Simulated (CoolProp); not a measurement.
n-perfluorohexane along the isotherm 98.15 °C: Z from the reference equation and from simpler models built on Tc = 174.9 °C, pc = 1742 kPa, ω = 0.497; each cubic takes its own stable root.

Computed with CoolProp (reference Helmholtz-energy equation of state, Gao 2022).

| p (kPa) | phase | reference | van der Waals | Soave-Redlich-Kwong | Peng-Robinson |
|---|---|---|---|---|---|
| 87.1 | gas | 0.9652 | 0.9763 | 0.9660 | 0.9638 |
| 174 | gas | ___ | 0.9516 | ___ | 0.9256 |
| 261 | gas | ___ | 0.9256 | 0.8914 | 0.8848 |
| 348 | liquid | 0.02658 | 0.8981 | 0.03163 | 0.02787 |
| 435 | liquid | 0.03320 | 0.8687 | 0.03946 | 0.03478 |
| 522 | liquid | 0.03981 | ___ | 0.04726 | 0.04167 |
| 610 | liquid | 0.04648 | 0.8024 | 0.05512 | 0.04861 |
| 697 | liquid | 0.05307 | 0.7641 | ___ | 0.05545 |
| 784 | liquid | 0.05965 | 0.7202 | 0.07058 | 0.06227 |
| 871 | liquid | ___ | ___ | 0.07827 | ___ |

Problem. Some entries are withheld; supply them.

Solution. 
- 174, reference: 0.9280
- 174, Soave-Redlich-Kwong: 0.9300
- 261, reference: 0.8875
- 522, van der Waals: 0.8372
- 697, Soave-Redlich-Kwong: 0.06286
- 871, reference: 0.06621
- 871, van der Waals: 0.1207
- 871, Peng-Robinson: 0.06907

At some of these states van der Waals gives the other phase, because its saturation line lies elsewhere.
